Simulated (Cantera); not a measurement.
Charge: 1 mol Al(CH3)3, 46 mol N2O, 130 mol N2, at 6.20 mbar.

These are equilibrium values from Cantera (NASA tables, ideal gas, pure condensed phases), not measurements of a reactor. Candidate condensed phases: Al, AlN, Al2O3, C, C6H6, C7H8, C8H18, H2O; 148 gas species. The feed counts by its element totals alone. The numbers say what is thermodynamically allowed, not how fast it happens. All values below are at 1948 K.

Base state: N2 0.874, O2 0.0816, H2O 0.0211, CO2 0.0144, NO 0.00434, OH 0.00204, O 0.00161, CO 0.000542 (mole fractions); condensed: Al2O3(s).

### Question
What changes in the equilibrium state with this change: N2O from 46 to 1.2 mol?

### Answer
```tsv
species	before	after
N2	0.874	0.949
H2	0.000181	0.0302
CO	0.000542	0.00869
O2	0.0816	<1e-9
H2O	0.0211	<1e-9
CO2	0.0144	<1e-9
Al	<1e-9	0.00721
NO	0.00434	<1e-9
OH	0.00204	<1e-9
Al2O3(s), mol	0.500	0
C(graphite), mol	0	1.50
```
